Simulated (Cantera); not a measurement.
Cantera run, input and output.

```python
import numpy as np
import cantera as ct

gas = ct.Solution("gri30.yaml")
gas.TPX = 1525, 2300000, {'CH4': 1, 'O2': 3.77, 'N2': 14.2, 'H2O': 0.16}
reactor = ct.IdealGasReactor(gas, energy="on", clone=False)
net = ct.ReactorNet([reactor])
net.rtol, net.atol = 1e-08, 1e-16
show = ['CH4', 'O2', 'O', 'CH2O', 'H2', 'NO2']
times = np.geomspace(3e-06, 5, 16)

steps = ct.SolutionArray(gas, extra=["t"])
rows = []
print(f"{'t/s':>10s}{'T/K':>9s}{'P/Pa':>11s}" + "".join(f"{s:>11s}" for s in show))
for t in times:
    while net.time < t:
        t_next = net.step()
        steps.append(gas.state, t=t_next)
    rows.append([np.interp(t, steps.t, y) for y in (steps.T, steps.P, *steps(*show).X.T)])
    print(f"{t:10.3e}{rows[-1][0]:9.1f}{rows[-1][1]:11.4g}" + "".join(f"{x:11.3e}" for x in rows[-1][2:]))
rate = np.gradient(steps.T, steps.t)
print("integrator steps:", len(steps.t))
if steps.T.max() > steps.T[0] + 200:
    print(f"time of steepest temperature rise: {steps.t[rate.argmax()]:.4e} s")
gas.TPX = 1525, 2300000, {'CH4': 1, 'O2': 3.77, 'N2': 14.2, 'H2O': 0.16}
gas.equilibrate("UV")
print(f"equilibrium (UV): T = {gas.T:.1f} K  " + "  ".join(f"{s} {gas[s].X[0]:.3e}" for s in show))
```

Output:

```
       t/s      T/K       P/Pa        CH4         O2          O       CH2O         H2        NO2
 3.000e-06   1525.0    2.3e+06  5.226e-02  1.971e-01  2.340e-08  1.946e-06  5.783e-07  1.944e-17
 7.797e-06   1525.0    2.3e+06  5.221e-02  1.970e-01  9.387e-08  2.190e-05  4.093e-06  8.745e-16
 2.026e-05   1527.6  2.304e+06  5.167e-02  1.967e-01  3.627e-07  2.491e-04  5.209e-05  6.328e-14
 5.266e-05   1674.5  2.538e+06  3.585e-02  1.811e-01  1.447e-05  3.093e-03  3.610e-03  1.062e-10
 1.369e-04   2756.9  4.182e+06  5.888e-17  8.767e-02  2.105e-03  5.577e-11  1.026e-03  1.739e-05
 3.557e-04   2738.5  4.153e+06  5.092e-17  8.352e-02  1.912e-03  5.048e-11  9.833e-04  4.181e-05
 9.244e-04   2728.0  4.136e+06  4.677e-17  8.118e-02  1.809e-03  4.768e-11  9.595e-04  5.529e-05
 2.402e-03   2727.0  4.135e+06  4.637e-17  8.095e-02  1.799e-03  4.741e-11  9.571e-04  5.663e-05
 6.244e-03   2727.0  4.135e+06  4.637e-17  8.095e-02  1.799e-03  4.741e-11  9.571e-04  5.663e-05
 1.623e-02   2727.0  4.135e+06  4.637e-17  8.095e-02  1.799e-03  4.741e-11  9.571e-04  5.663e-05
 4.217e-02   2727.0  4.135e+06  4.637e-17  8.095e-02  1.799e-03  4.741e-11  9.571e-04  5.663e-05
 1.096e-01   2727.0  4.135e+06  4.637e-17  8.095e-02  1.799e-03  4.741e-11  9.571e-04  5.663e-05
 2.848e-01   2727.0  4.135e+06  4.637e-17  8.095e-02  1.799e-03  4.741e-11  9.571e-04  5.663e-05
 7.403e-01   2727.0  4.135e+06  4.637e-17  8.095e-02  1.799e-03  4.741e-11  9.571e-04  5.663e-05
 1.924e+00   2727.0  4.135e+06  4.637e-17  8.095e-02  1.799e-03  4.741e-11  9.571e-04  5.663e-05
 5.000e+00   2727.0  4.135e+06  4.637e-17  8.095e-02  1.799e-03  4.741e-11  9.571e-04  5.663e-05
integrator steps: 1850
time of steepest temperature rise: 5.6069e-05 s
equilibrium (UV): T = 2727.0 K  CH4 6.470e-17  O2 8.095e-02  O 1.799e-03  CH2O 4.741e-11  H2 9.571e-04  NO2 5.663e-05
```

Detailed kinetics in Cantera: GRI-Mech 3.0 (53 species, 325 reactions). The pressure lies above the range GRI-Mech 3.0 was tuned for (to about 10 atm).
